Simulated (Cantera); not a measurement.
An adiabatic, constant-pressure homogeneous reactor starts with CH4 : O2 : N2 : H2O = 1 : 1.11 : 4.18 : 0.59 (molar parts), equivalence ratio 1.8, at 1550 K and 19.0 bar. Integrator tolerance rtol = 1e-08.

Computed with Cantera and GRI-Mech 3.0 (53 species, 325 reactions). The pressure lies above the range GRI-Mech 3.0 was tuned for (to about 10 atm).

Q: What does this change do: constant volume in place of constant pressure?

A: 
```json
[
 {"quantity": "time of steepest temperature rise", "before": "0.104 ms", "after": "93.9 µs"},
 {"quantity": "temperature at 0.800 s", "before": "2609 K", "after": "2881 K"},
 {"quantity": "equilibrium temperature", "before": "2609 K", "after": "2881 K"},
 {"quantity": "x(CH4) at 0.800 s", "before": "7.42e-10 (gas-phase equilibrium 8.33e-10)", "after": "1.29e-9 (gas-phase equilibrium 1.45e-9)"},
 {"quantity": "x(O2) at 0.800 s", "before": "1.39e-5 (gas-phase equilibrium 1.39e-5)", "after": "6.04e-5 (gas-phase equilibrium 6.04e-5)"},
 {"quantity": "x(H2O) at 0.800 s", "before": "0.205 (gas-phase equilibrium 0.205)", "after": "0.204 (gas-phase equilibrium 0.204)"},
 {"quantity": "x(N2O) at 0.800 s", "before": "3.72e-8 (gas-phase equilibrium 3.72e-8)", "after": "1.69e-7 (gas-phase equilibrium 1.69e-7)"},
 {"quantity": "x(CH2O) at 0.800 s", "before": "9.78e-8 (gas-phase equilibrium 9.78e-8)", "after": "2.07e-7 (gas-phase equilibrium 2.07e-7)"},
 {"quantity": "x(CO2) at 0.800 s", "before": "0.0259 (gas-phase equilibrium 0.0259)", "after": "0.0241 (gas-phase equilibrium 0.0241)"}
]
```

Q: What does this change do: pressure from 19.0 bar to 5.00 bar?

A: 
```csv
quantity,before,after
time of steepest temperature rise,0.104 ms,0.337 ms
temperature at 0.800 s,2609 K,2586 K
equilibrium temperature,2609 K,2586 K
x(CH4) at 0.800 s,7.42e-10 (gas-phase equilibrium 8.33e-10),5.47e-11 (gas-phase equilibrium 6.20e-11)
x(O2) at 0.800 s,1.39e-5 (gas-phase equilibrium 1.39e-5),4.29e-5 (gas-phase equilibrium 4.29e-5)
x(H2O) at 0.800 s,0.205 (gas-phase equilibrium 0.205),0.203 (gas-phase equilibrium 0.203)
x(N2O) at 0.800 s,3.72e-8 (gas-phase equilibrium 3.72e-8),3.23e-8 (gas-phase equilibrium 3.23e-8)
x(CH2O) at 0.800 s,9.78e-8 (gas-phase equilibrium 9.78e-8),2.55e-8 (gas-phase equilibrium 2.55e-8)
x(CO2) at 0.800 s,0.0259 (gas-phase equilibrium 0.0259),0.0260 (gas-phase equilibrium 0.0260)
```
